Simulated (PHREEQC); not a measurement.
Make-up at 25 °C: 0.12 mol HF, 0.0018 mol KF, 0.0023 mol (NH4)2SiF6 and 0.00026 mol H2SO4 per kg of water. Closed to the air; pH follows from the charge balance.

Equilibrium calculation in PHREEQC: ion-association model, phreeqc.dat.

Precipitation was switched off in this run.

Order these F species by the share of F that they hold, largest first: HF2-, HF, SiF6-2, F-.

HF (78 %), SiF6-2 (10 %), F- (6.3 %), HF2- (5.2 %)

Order these S species by the share of S that they hold, largest first: NH4SO4-, SO4-2, HSO4-, KSO4-.

SO4-2 (60 %), HSO4- (37 %), NH4SO4- (2.1 %), KSO4- (0.44 %)

The pH is 2.02 and the ionic strength 0.0196 mol/kgw. Complexes and solids missing from the database can't appear. SiF6-2 is the database's only silicon fluoride.
